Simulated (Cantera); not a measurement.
Source: NASA polynomial tables (part measured, part estimated), evaluated in Cantera. Values are per mole of reaction as written; species without (g) are pure solids or liquids, kept so even where they would boil at 1 bar.

Between 300 and 2150 K, where is each reaction favourable under standard conditions?
- 2 Al + Cl₂(g) → 2 AlCl(g)
- 2 Cu + Cl₂(g) → 0.6667 Cu₃Cl₃(g)
- 0.6667 Al + Cl₂(g) → 0.6667 AlCl₃(g)


- 2 Al + Cl₂(g) → 2 AlCl(g): ΔG° is -156 kJ at 300 K and -406 kJ at 2150 K; it stays negative (K > 1). ΔH° is -168 kJ and ΔS° 111 J/K at 2150 K.
- 2 Cu + Cl₂(g) → 0.6667 Cu₃Cl₃(g): ΔG° is -171 kJ at 300 K and -141 kJ at 2150 K; it stays negative (K > 1). ΔH° is -216 kJ and ΔS° -35 J/K at 2150 K.
- 0.6667 Al + Cl₂(g) → 0.6667 AlCl₃(g): ΔG° is -380 kJ at 300 K and -304 kJ at 2150 K; it stays negative (K > 1). ΔH° is -404 kJ and ΔS° -46 J/K at 2150 K.
